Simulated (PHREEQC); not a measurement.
A solution holds 5.5 mmol/kgw CuCl2, 0.73 mmol/kgw HBF4 and 4 mmol/kgw KCl, at 20 °C. Closed to the air; pH follows from the charge balance.

Computed with PHREEQC (ion-association model, wateq4f.dat).

The pH is 2.96, the ionic strength is 0.0214 mol/kgw and the total alkalinity is -2.92 meq/kg.

| species | molality | activity | log γ |
|---|---|---|---|
| Cl- | 0.0149 | 0.0129 | -0.063 |
| Cu+2 | 0.00535 | 0.00315 | -0.230 |
| K+ | 0.00400 | 0.00346 | -0.063 |
| HF | 0.00130 | 0.00130 | 0.002 |
| H+ | 0.00122 | 0.00109 | -0.052 |
| F- | 0.00101 | 0.000875 | -0.063 |
| H3BO3 | 0.000578 | 0.000581 | 0.002 |
| BF4- | 0.000102 | 8.79e-5 | -0.066 |
| CuCl+ | 9.82e-5 | 8.51e-5 | -0.062 |

This is a speciation only: nothing precipitates in the calculation. Real BF4- forms and hydrolyses slowly; the run takes it at equilibrium.
